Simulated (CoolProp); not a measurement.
Saturation properties of chlorine.

Values from CoolProp's reference Helmholtz-energy equation of state, Thol 2021.

| T (°C) | p (kPa) | vapour density (kg/m³) | enthalpy of vaporisation (kJ/kg) | liquid cp (kJ/(kg K)) |
|---|---|---|---|---|
| 2.85 | 403.8 | 13.40 | 264.1 | 0.9642 |
| 8.45 | 481.3 | 15.80 | 260.3 | 0.9703 |
| 13.95 | 567.8 | 18.47 | 256.3 | 0.9769 |
| 19.55 | 667.2 | 21.52 | 252.1 | 0.9845 |
| 25.15 | 778.9 | 24.95 | 247.8 | 0.9930 |
| 30.65 | 901.5 | 28.71 | 243.4 | 1.002 |
| 36.25 | 1040 | 32.97 | 238.7 | 1.013 |
| 41.85 | 1194 | 37.70 | 233.9 | 1.024 |
| 47.35 | 1360 | 42.86 | 228.9 | 1.037 |
| 52.95 | 1546 | 48.68 | 223.6 | 1.052 |
| 58.45 | 1745 | 55.00 | 218.2 | 1.068 |
| 64.05 | 1966 | 62.11 | 212.5 | 1.087 |
| 69.65 | 2206 | 69.98 | 206.4 | 1.108 |
| 75.15 | 2461 | 78.52 | 200.2 | 1.132 |
| 80.75 | 2742 | 88.16 | 193.5 | 1.160 |

It boils at -34.0 °C under 1 atm.
